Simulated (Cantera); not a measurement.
A Cantera script and what it prints.

```python
import numpy as np
import cantera as ct

gas_names = """
    AL ALH ALN ALO ALOH ALO2 ALO2H AL2 AL2O AL2O2 H HALO HNO HNO2 HNO3 HO2 H2 H2O H2O2 N NH NH2 NH3
    NH2OH NO NO2 NO3 N2 N2H2 N2H4 N2O O OH O2 O3
""".split()
cond_names = """
    AL(cr) AL(L) ALN(s) AL2O3(a) AL2O3(L) H2O(s) H2O(L)
""".split()


# ... load() reads the species with a 1 bar reference pressure and builds the phases ...
atoms = {
    'AlN': {'AL': 1, 'N': 1},
    'H2O': {'H': 2, 'O': 1},
    'N2': {'N': 2},
}
top_T = {'ALN(s)': 2750}  # K; cautious upper limits of use, not melting points


# ... equilibrate(T, P, feed) seeds the gas with the atoms and calls Mixture.equilibrate('TP', solver="vcs", rtol=1e-11, max_steps=5000) ...
results = []
T = 1475  # K
P = 60  # Pa
for m in [0.26, 0.37, 0.51, 0.71, 1, 1.4, 1.9, 2.7, 3.8, 5.3, 7.4, 10, 14]:
    feed = {'AlN': 1, 'H2O': m, 'N2': 7.4}  # mol
    mix = equilibrate(T, P, feed)
    results.append((T, P, feed, dict(zip(mix.species_names, mix.species_moles))))
    x = sorted(zip(gas.X, gas.species_names), reverse=True)
    print(f"T = {T:g} K  P = {P:g} Pa  n(H2O) = {m:g} mol  gas = {mix.phase_moles(0):.4g} mol")
    print("   x: " + "  ".join(f"{s} {v:.3e}" for v, s in x if v > 1e-06))
    print("   condensed (mol): " + ("  ".join(f"{mix.phase(i).name} {mix.phase_moles(i):.4g}"
          for i in range(1, mix.n_phases) if mix.phase_moles(i) > 1e-12) or "none"))
```

Result:

```
T = 1475 K  P = 60 Pa  n(H2O) = 0.26 mol  gas = 7.747 mol
   x: N2 9.664e-01  H2 3.351e-02  H 9.693e-05  AL 1.801e-06
   condensed (mol): ALN(s) 0.8267  AL2O3(a) 0.08667
T = 1475 K  P = 60 Pa  n(H2O) = 0.37 mol  gas = 7.894 mol
   x: N2 9.531e-01  H2 4.681e-02  H 1.146e-04  AL 1.813e-06
   condensed (mol): ALN(s) 0.7533  AL2O3(a) 0.1233
T = 1475 K  P = 60 Pa  n(H2O) = 0.51 mol  gas = 8.081 mol
   x: N2 9.368e-01  H2 6.305e-02  H 1.330e-04  AL 1.829e-06
   condensed (mol): ALN(s) 0.66  AL2O3(a) 0.17
T = 1475 K  P = 60 Pa  n(H2O) = 0.71 mol  gas = 8.347 mol
   x: N2 9.149e-01  H2 8.498e-02  H 1.544e-04  AL 1.851e-06
   condensed (mol): ALN(s) 0.5267  AL2O3(a) 0.2367
T = 1475 K  P = 60 Pa  n(H2O) = 1 mol  gas = 8.734 mol
   x: N2 8.854e-01  H2 1.144e-01  H 1.791e-04  AL 1.881e-06
   condensed (mol): ALN(s) 0.3333  AL2O3(a) 0.3333
T = 1475 K  P = 60 Pa  n(H2O) = 1.4 mol  gas = 9.268 mol
   x: N2 8.488e-01  H2 1.510e-01  H 2.057e-04  AL 1.921e-06
   condensed (mol): ALN(s) 0.06665  AL2O3(a) 0.4667
T = 1475 K  P = 60 Pa  n(H2O) = 1.9 mol  gas = 9.801 mol
   x: N2 8.060e-01  H2 1.529e-01  H2O 4.081e-02  H 2.071e-04  OH 1.448e-06
   condensed (mol): AL2O3(a) 0.5
T = 1475 K  P = 60 Pa  n(H2O) = 2.7 mol  gas = 10.6 mol
   x: N2 7.452e-01  H2 1.414e-01  H2O 1.132e-01  H 1.991e-04  OH 4.177e-06
   condensed (mol): AL2O3(a) 0.5
T = 1475 K  P = 60 Pa  n(H2O) = 3.8 mol  gas = 11.7 mol
   x: N2 6.751e-01  H2O 1.966e-01  H2 1.281e-01  H 1.895e-04  OH 7.620e-06
   condensed (mol): AL2O3(a) 0.5
T = 1475 K  P = 60 Pa  n(H2O) = 5.3 mol  gas = 13.2 mol
   x: N2 5.984e-01  H2O 2.878e-01  H2 1.135e-01  H 1.784e-04  OH 1.185e-05
   condensed (mol): AL2O3(a) 0.5
T = 1475 K  P = 60 Pa  n(H2O) = 7.4 mol  gas = 15.3 mol
   x: N2 5.163e-01  H2O 3.856e-01  H2 9.796e-02  H 1.657e-04  OH 1.709e-05
   condensed (mol): AL2O3(a) 0.5
T = 1475 K  P = 60 Pa  n(H2O) = 10 mol  gas = 17.9 mol
   x: H2O 4.748e-01  N2 4.413e-01  H2 8.373e-02  H 1.532e-04  OH 2.277e-05
   condensed (mol): AL2O3(a) 0.5
T = 1475 K  P = 60 Pa  n(H2O) = 14 mol  gas = 21.9 mol
   x: H2O 5.707e-01  N2 3.607e-01  H2 6.843e-02  H 1.385e-04  OH 3.027e-05
   condensed (mol): AL2O3(a) 0.5
```

Equilibrium computed with Cantera from the NASA thermochemical tables; the gas is ideal and each condensed phase is pure. Mutual solubility and eutectic melting of coexisting phases are not modelled.
